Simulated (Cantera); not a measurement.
Feed: 1 mol CH3SiH3, 0.053 mol C2H2, 130 mol H2, equilibrated at 1275 °C and 41.0 mbar.

Method: chemical equilibrium by Gibbs-energy minimisation in Cantera with the NASA 1993 tables (ideal gas, pure condensed phases). Candidate condensed phases: C, C6H6, C7H8, C8H18, Si, SiC; 87 gas species. The feed counts by its element totals alone. Equilibrium is a limit: real reactors are often held back by kinetics, nucleation or transport.

Base state: H2 1.000, H 0.000152, CH4 8.41e-5, C2H2 (acetylene) 1.57e-5 (mole fractions); condensed: C(graphite) + SiC(s).

What changes in the equilibrium state with this change: temperature from 1275 °C to 1927 °C?


```tsv
species	before	after
H2	1.000	0.970
H	0.000152	0.0274
Si	6.77e-9	0.00140
Si2C	<1e-9	8.21e-5
SiC2	<1e-9	6.39e-5
SiH	3.63e-9	0.000124
C(graphite), mol	0.0906	0
SiC(s), mol	1.000	0.756
```
Gases not in the tables: Si2H6 and higher silanes.
